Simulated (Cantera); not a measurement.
Input (Python, Cantera) and output of one run.

```python
import numpy as np
import cantera as ct

gas_names = [...]  # 114 gases of nasa_gas.yaml made of C, Fe, H, O
cond_names = """
    C(gr) C6H6(L) C7H8(L) C8H18(L),n-octa Fe(a) Fe(c) Fe(d) Fe(L) FeC5O5(L) FeO(s) FeO(L) Fe(OH)2(s)
    Fe(OH)3(s) Fe2O3(s) Fe3O4(s) H2O(s) H2O(L)
""".split()


# ... load() reads the species with a 1 bar reference pressure and builds the phases ...
atoms = {
    'Fe(CO)5': {'Fe': 1, 'C': 5, 'O': 5},
    'H2': {'H': 2},
}
top_T = {'C(gr)': 4500, 'Fe2O3(s)': 1830, 'Fe3O4(s)': 1870}  # K; cautious upper limits of use, not melting points


# ... equilibrate(T, P, feed) seeds the gas with the atoms and calls Mixture.equilibrate('TP', solver="vcs", rtol=1e-11, max_steps=5000) ...
results = []
feed = {'Fe(CO)5': 1, 'H2': 1.9}  # mol
P = 48  # Pa
for T in [950, 975, 1000, 1025, 1050, 1075, 1100, 1125, 1150]:
    mix = equilibrate(T, P, feed)
    results.append((T, P, feed, dict(zip(mix.species_names, mix.species_moles))))
    x = sorted(zip(gas.X, gas.species_names), reverse=True)
    print(f"T = {T:g} K  P = {P:g} Pa  gas = {mix.phase_moles(0):.4g} mol")
    print("   x: " + "  ".join(f"{s} {v:.3e}" for v, s in x if v > 1e-06))
    print("   condensed (mol): " + ("  ".join(f"{mix.phase(i).name} {mix.phase_moles(i):.4g}"
          for i in range(1, mix.n_phases) if mix.phase_moles(i) > 1e-12) or "none"))
```

Result:

```
T = 950 K  P = 48 Pa  gas = 6.896 mol
   x: CO 7.241e-01  H2 2.754e-01  CO2 4.211e-04  H2O 8.940e-05  CH4 6.102e-06
   condensed (mol): C(gr) 0.003479  Fe(a) 1
T = 975 K  P = 48 Pa  gas = 6.898 mol
   x: CO 7.243e-01  H2 2.754e-01  CO2 2.419e-04  H2O 5.753e-05  CH4 4.574e-06
   condensed (mol): C(gr) 0.002034  Fe(a) 1
T = 1000 K  P = 48 Pa  gas = 6.899 mol
   x: CO 7.244e-01  H2 2.754e-01  CO2 1.429e-04  H2O 3.784e-05  CH4 3.475e-06
   condensed (mol): C(gr) 0.001223  Fe(a) 1
T = 1025 K  P = 48 Pa  gas = 6.899 mol
   x: CO 7.245e-01  H2 2.754e-01  CO2 8.668e-05  H2O 2.541e-05  CH4 2.675e-06
   condensed (mol): C(gr) 0.0007548  Fe(a) 1
T = 1050 K  P = 48 Pa  gas = 6.899 mol
   x: CO 7.246e-01  H2 2.754e-01  CO2 5.387e-05  H2O 1.738e-05  CH4 2.084e-06
   condensed (mol): C(gr) 0.0004772  Fe(a) 1
T = 1075 K  P = 48 Pa  gas = 6.9 mol
   x: CO 7.246e-01  H2 2.754e-01  CO2 3.425e-05  H2O 1.210e-05  CH4 1.641e-06
   condensed (mol): C(gr) 0.0003085  Fe(a) 1
T = 1100 K  P = 48 Pa  gas = 6.9 mol
   x: CO 7.246e-01  H2 2.754e-01  CO2 2.224e-05  H2O 8.568e-06  CH4 1.306e-06
   condensed (mol): C(gr) 0.0002035  Fe(a) 1
T = 1125 K  P = 48 Pa  gas = 6.9 mol
   x: CO 7.246e-01  H2 2.754e-01  CO2 1.474e-05  H2O 6.159e-06  H 1.064e-06  CH4 1.050e-06
   condensed (mol): C(gr) 0.0001368  Fe(a) 1
T = 1150 K  P = 48 Pa  gas = 6.9 mol
   x: CO 7.246e-01  H2 2.754e-01  CO2 9.943e-06  H2O 4.492e-06  H 1.787e-06
   condensed (mol): C(gr) 9.357e-05  Fe(a) 1
```

Equilibrium computed with Cantera from the NASA thermochemical tables; the gas is ideal and each condensed phase is pure. Condensed phases not in the tables: cementite and carbon dissolved in iron.
